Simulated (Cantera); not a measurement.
Cantera with NASA thermochemical tables; ideal gases at 1 bar, condensed phases pure. Values are per mole of reaction as written; species without (g) are pure solids or liquids, kept so even where they would boil at 1 bar.

CaF2 + H2(g) → Ca(g) + 2 HF(g), with ΔH° = 858.6 kJ and ΔS° = 303.1 J/K at 300 K.

Problem. How far is the shortcut ΔG° ≈ ΔH°(300 K) − T·ΔS°(300 K) from the full temperature-dependent value at 2198, 2223, 2248, 2273, 2298 K?

Solution. 
```
T (K)  shortcut (kJ)  full (kJ)  difference (kJ)  difference in log10 K  condensed phases
-----  -------------  ---------  ---------------  ---------------------  ----------------
2198           192.4      284.3            -91.9                   2.18           CaF2(l)
2223           184.8      279.1            -94.3                   2.22           CaF2(l)
2248           177.2      273.9            -96.7                   2.25           CaF2(l)
2273           169.7      268.7            -99.1                   2.28           CaF2(l)
2298           162.1      263.6           -101.5                   2.31           CaF2(l)
```
The shortcut ignores heat capacities and the phase changes listed.
